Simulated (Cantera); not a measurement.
Input (Python, Cantera) and output of one run.

```python
import numpy as np
import cantera as ct

gas_names = [...]  # 50 gases of nasa_gas.yaml made of F, H, Mg, N, O
cond_names = """
    H2O(s) H2O(L) Mg(cr) Mg(L) MgF2(s) MgF2(L) MgO(s) MgO(L) MgO2H2(s)
""".split()


# ... load() reads the species with a 1 bar reference pressure and builds the phases ...
atoms = {
    'MgO': {'Mg': 1, 'O': 1},
    'HF': {'H': 1, 'F': 1},
    'N2': {'N': 2},
}
top_T = {}  # K; cautious upper limits of use, not melting points


# ... equilibrate(T, P, feed) seeds the gas with the atoms and calls Mixture.equilibrate('TP', solver="vcs", rtol=1e-11, max_steps=5000) ...
results = []
feed = {'MgO': 1, 'HF': 3.1, 'N2': 6.9}  # mol
P = 42000  # Pa
for T in [1023, 1098, 1173, 1248, 1323, 1398, 1473, 1548, 1623, 1698, 1773, 1848, 1923]:
    mix = equilibrate(T, P, feed)
    results.append((T, P, feed, dict(zip(mix.species_names, mix.species_moles))))
    x = sorted(zip(gas.X, gas.species_names), reverse=True)
    print(f"T = {T:g} K  P = {P:g} Pa  gas = {mix.phase_moles(0):.4g} mol")
    print("   x: " + "  ".join(f"{s} {v:.3e}" for v, s in x if v > 1e-05))
    print("   condensed (mol): " + ("  ".join(f"{mix.phase(i).name} {mix.phase_moles(i):.4g}"
          for i in range(1, mix.n_phases) if mix.phase_moles(i) > 1e-12) or "none"))
```

Output:

```
T = 1023 K  P = 42000 Pa  gas = 9 mol
   x: N2 7.667e-01  HF 1.222e-01  H2O 1.111e-01
   condensed (mol): MgF2(s) 1
T = 1098 K  P = 42000 Pa  gas = 9 mol
   x: N2 7.667e-01  HF 1.222e-01  H2O 1.111e-01
   condensed (mol): MgF2(s) 1
T = 1173 K  P = 42000 Pa  gas = 9 mol
   x: N2 7.667e-01  HF 1.222e-01  H2O 1.111e-01
   condensed (mol): MgF2(s) 1
T = 1248 K  P = 42000 Pa  gas = 9 mol
   x: N2 7.667e-01  HF 1.222e-01  H2O 1.111e-01
   condensed (mol): MgF2(s) 1
T = 1323 K  P = 42000 Pa  gas = 9 mol
   x: N2 7.667e-01  HF 1.222e-01  H2O 1.111e-01  H2 1.091e-05
   condensed (mol): MgF2(s) 1
T = 1398 K  P = 42000 Pa  gas = 9 mol
   x: N2 7.666e-01  HF 1.222e-01  H2O 1.111e-01  H2 2.473e-05  MgF2 1.492e-05
   condensed (mol): MgF2(s) 0.9999
T = 1473 K  P = 42000 Pa  gas = 9.001 mol
   x: N2 7.666e-01  HF 1.222e-01  H2O 1.110e-01  MgF2 7.623e-05  H2 5.165e-05  O2 1.888e-05  NO 1.000e-05
   condensed (mol): MgF2(s) 0.9993
T = 1548 K  P = 42000 Pa  gas = 9.176 mol
   x: N2 7.520e-01  HF 1.575e-01  H2O 9.008e-02  MgF2 3.184e-04  H2 8.788e-05  O2 3.107e-05  NO 1.825e-05  OH 1.525e-05
   condensed (mol): MgF2(L) 0.8245  MgO(s) 0.1726
T = 1623 K  P = 42000 Pa  gas = 9.326 mol
   x: N2 7.399e-01  HF 1.857e-01  H2O 7.321e-02  MgF2 9.662e-04  H2 1.410e-04  O2 4.816e-05  NO 3.131e-05  OH 2.753e-05
   condensed (mol): MgF2(L) 0.6752  MgO(s) 0.3158
T = 1698 K  P = 42000 Pa  gas = 9.474 mol
   x: N2 7.283e-01  HF 2.106e-01  H2O 5.808e-02  MgF2 2.634e-03  H2 2.114e-04  O2 6.958e-05  NO 5.038e-05  OH 4.582e-05
   condensed (mol): MgF2(L) 0.5275  MgO(s) 0.4475
T = 1773 K  P = 42000 Pa  gas = 9.627 mol
   x: N2 7.167e-01  HF 2.310e-01  H2O 4.515e-02  MgF2 6.541e-03  H2 2.988e-04  O2 9.463e-05  NO 7.666e-05  OH 7.106e-05
   condensed (mol): MgF2(L) 0.3749  MgO(s) 0.5621
T = 1848 K  P = 42000 Pa  gas = 9.807 mol
   x: N2 7.035e-01  HF 2.462e-01  H2O 3.449e-02  MgF2 1.497e-02  H2 4.007e-04  O2 1.223e-04  NO 1.111e-04  OH 1.037e-04  H 1.638e-05  Mg2F4 1.122e-05
   condensed (mol): MgF2(L) 0.1956  MgO(s) 0.6573
T = 1923 K  P = 42000 Pa  gas = 10 mol
   x: N2 6.897e-01  HF 2.524e-01  MgF2 2.867e-02  H2O 2.810e-02  H2 5.384e-04  O2 1.610e-04  NO 1.592e-04  OH 1.515e-04  H 3.373e-05  Mg2F4 2.243e-05  MgF 2.155e-05
   condensed (mol): MgO(s) 0.7125
```

Method: chemical equilibrium by Gibbs-energy minimisation in Cantera with the NASA 1993 tables (ideal gas, pure condensed phases). Mutual solubility and eutectic melting of coexisting phases are not modelled.
